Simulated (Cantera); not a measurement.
Equilibrium for oxide etching and cleaning by halides: CuO + HF + H2

Charge: 1 mol CuO, 17 mol HF, 0.54 mol H2, at 4.70 mbar.

These are equilibrium values from Cantera (NASA tables, ideal gas, pure condensed phases), not measurements of a reactor. Candidate condensed phases: Cu, CuF2, CuO, Cu(OH)2, Cu2O, H2O; 27 gas species. Kinetics and transport are ignored.

```csv
T (K),x HF,x H2O,x CuF,x Cu,x O2,x OH,n Cu(l)
1573,0.897,0.0516,0.0437,0.00564,0.00179,0.000120,0.107
1623,0.891,0.0520,0.0451,0.00998,0.00143,0.000167,0
1673,0.892,0.0503,0.0420,0.0129,0.00217,0.000261,0
1723,0.893,0.0483,0.0385,0.0162,0.00301,0.000390,0
1773,0.894,0.0461,0.0347,0.0199,0.00393,0.000561,0
1823,0.895,0.0438,0.0308,0.0236,0.00487,0.000780,0
1873,0.896,0.0413,0.0269,0.0273,0.00581,0.00106,0
```
x: gas mole fraction; n: condensed amount in mol.

At 1573 K the condensed part is Cu(l). From 1623 K to 1873 K nothing is condensed. The main Cu-bearing gas is CuF at 1573 K and Cu at 1873 K.
